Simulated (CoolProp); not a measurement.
Values from CoolProp's reference Helmholtz-energy equation of state, McLinden 2015.

Task: For the fluoroketone C6F12O (FK-5-1-12), give the phase and the Z, speed of sound (m/s) at 161.85 °C and 13.5 bar.

Result: 
- 161.85 °C and 13.5 bar: gas; Z 0.644, speed of sound 69.0
